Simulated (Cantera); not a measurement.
**Stirred combustor or abatement burner**

A perfectly stirred reactor is fed with H2 : O2 : N2 = 1 : 0.455 : 1.71 (molar parts), equivalence ratio 1.1, at 130000 Pa; it is adiabatic with a 600 K inlet, and is followed from long to short residence time, starting on the burning branch (τ in s: 0.027, 0.015, 0.0085, 0.0048, 0.0027, 0.0015, 0.00084, 0.00047, 0.00026, 0.00015, 8.3e-05, 4.6e-05, 2.6e-05).

Cantera simulation using GRI-Mech 3.0 (53 species, 325 reactions); the numbers are that mechanism's predictions, not measurements.

```csv
τ (s),T (K),x H2,x O2,x H2O2,x NO,x N2O
0.027,2545,0.0433,0.00281,1.50e-7,0.00214,1.29e-7
0.015,2538,0.0436,0.00305,1.57e-7,0.00195,1.24e-7
0.0085,2526,0.0442,0.00344,1.67e-7,0.00167,1.17e-7
0.0048,2508,0.0452,0.00405,1.80e-7,0.00133,1.09e-7
0.0027,2480,0.0468,0.00495,1.97e-7,0.000966,9.87e-8
0.0015,2436,0.0490,0.00624,2.20e-7,0.000632,8.81e-8
0.00084,2378,0.0518,0.00790,2.51e-7,0.000386,7.84e-8
0.00047,2302,0.0549,0.00996,2.98e-7,0.000227,7.10e-8
0.00026,2209,0.0582,0.0124,3.75e-7,0.000137,6.63e-8
0.00015,2110,0.0610,0.0150,4.94e-7,9.40e-5,6.38e-8
8.3e-5,1993,0.0637,0.0180,7.18e-7,6.79e-5,6.18e-8
4.6e-5,1868,0.0662,0.0216,1.13e-6,4.94e-5,5.95e-8
2.6e-5,1741,0.0697,0.0259,1.83e-6,3.39e-5,5.61e-8
```
x: mole fraction; the columns are a selection and need not sum to one.
